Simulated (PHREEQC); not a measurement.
## Hard or scaling water

Make-up at 25 °C and 50 atm: 0.018 mol/kgw MgCl2, 0.00023 mol/kgw NaF and 0.00039 mol/kgw NaCl. Closed to the air; pH follows from the charge balance.

The numbers come from PHREEQC with the ion-association model, phreeqc.dat.

```
Item                          Result
--------------------  --------------
pH                              6.72
ionic strength        0.0545 mol/kgw
specific conductance      3860 µS/cm
density                  1.001 g/cm³
```

```
species  molality  activity   log γ
-------  --------  --------  ------
Cl-        0.0364    0.0295  -0.092
Mg+2       0.0179   0.00851  -0.323
Na+      0.000620  0.000509  -0.086
F-       0.000149  0.000120  -0.094
MgF+      8.09e-5   6.60e-5  -0.088
H+        2.26e-7   1.92e-7  -0.070
```

This is a speciation only: nothing precipitates in the calculation. Under pressure, the constants of complexes without a molar volume in the database are unreliable.
